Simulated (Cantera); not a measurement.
An isothermal plug-flow reactor at 800 K and 2.20 bar (inlet), inlet velocity 0.51 m/s, active area per volume 180 1/m; feed 1.12 % CO, 18.3 % O₂, 80.5 % N₂, equivalence ratio 0.031.

Model: Deutschmann's 1995 Pt surface mechanism with GRI-Mech 3.0 gas chemistry, integrated in Cantera. Catalytic surfaces can have several steady states; this one follows from the mechanism file's or the stated starting coverage. Mass transfer to the wall is taken as infinitely fast.

Question: Predict: x(CO) at z = 0.029 m; x(O₂) at z = 0.029 m; x(CO₂) at z = 0.029 m; θ(free Pt) at the exit; θ(O*) at the exit.

Answer: 
- x(CO) at z = 0.029 m: 0.00117
- x(O₂) at z = 0.029 m: 0.179
- x(CO₂) at z = 0.029 m: 0.0101
- θ(free Pt) at the exit: 0.0214
- θ(O*) at the exit: 0.978
